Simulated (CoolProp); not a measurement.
Sulfur hexafluoride along the isotherm 331.8 K: Z from the reference equation and from simpler models built on Tc = 318.7 K, pc = 3755 kPa, ω = 0.210; each cubic takes its own stable root.

Values from CoolProp's reference Helmholtz-energy equation of state, Guder 2009.

```json
[
 {"p (kPa)": "235", "phase": "gas", "reference": "0.9815", "Pitzer virial": "0.9811", "van der Waals": "0.9829", "Redlich-Kwong": "0.9808", "Soave-Redlich-Kwong": "0.9811"},
 {"p (kPa)": "469", "phase": "gas", "reference": "0.9625", "Pitzer virial": "0.9623", "van der Waals": "0.9654", "Redlich-Kwong": "0.9612", "Soave-Redlich-Kwong": "0.9619"},
 {"p (kPa)": "704", "phase": "gas", "reference": "0.9430", "Pitzer virial": "0.9434", "van der Waals": "0.9473", "Redlich-Kwong": "0.9411", "Soave-Redlich-Kwong": "0.9421"},
 {"p (kPa)": "939", "phase": "gas", "reference": "0.9229", "Pitzer virial": "0.9246", "van der Waals": "0.9286", "Redlich-Kwong": "0.9204", "Soave-Redlich-Kwong": "0.9218"},
 {"p (kPa)": "1170", "phase": "gas", "reference": "0.9026", "Pitzer virial": "0.9060", "van der Waals": "0.9095", "Redlich-Kwong": "0.8995", "Soave-Redlich-Kwong": "0.9014"},
 {"p (kPa)": "1410", "phase": "gas", "reference": "0.8808", "Pitzer virial": "0.8867", "van der Waals": "0.8890", "Redlich-Kwong": "0.8771", "Soave-Redlich-Kwong": "0.8795"},
 {"p (kPa)": "1640", "phase": "gas", "reference": "0.8591", "Pitzer virial": "0.8683", "van der Waals": "0.8685", "Redlich-Kwong": "0.8550", "Soave-Redlich-Kwong": "0.8578"},
 {"p (kPa)": "1880", "phase": "gas", "reference": "0.8357", "Pitzer virial": "0.8490", "van der Waals": "0.8461", "Redlich-Kwong": "0.8310", "Soave-Redlich-Kwong": "0.8344"}
]
```
